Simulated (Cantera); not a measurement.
Source: NASA polynomial tables (part measured, part estimated), evaluated in Cantera. Values are per mole of reaction as written; species without (g) are pure solids or liquids, kept so even where they would boil at 1 bar.

3 O2(g) + 2 Al + 6 HF(g) = 2 AlF3(g) + 6 OH(g), with ΔH° = -547.3 kJ and ΔS° = -59.0 J/K at 300 K.

Question: How far is the shortcut ΔG° ≈ ΔH°(300 K) − T·ΔS°(300 K) from the full temperature-dependent value at 2600, 2650, 2700, 2750, 2800, 2850, 2900 K?

Answer: 
| T (K) | shortcut (kJ) | full (kJ) | difference (kJ) | difference in log10 K | condensed phases |
|---|---|---|---|---|---|
| 2600 | -394.0 | -343.1 | -50.9 | 1.02 | Al(l) |
| 2650 | -391.0 | -338.5 | -52.6 | 1.04 | Al(l) |
| 2700 | -388.1 | -333.8 | -54.2 | 1.05 | Al(l) |
| 2750 | -385.1 | -329.2 | -55.9 | 1.06 | Al(l) |
| 2800 | -382.2 | -324.6 | -57.6 | 1.07 | Al(l) |
| 2850 | -379.2 | -319.9 | -59.3 | 1.09 | Al(l) |
| 2900 | -376.3 | -315.2 | -61.1 | 1.10 | Al(l) |
The shortcut ignores heat capacities and the phase changes listed.
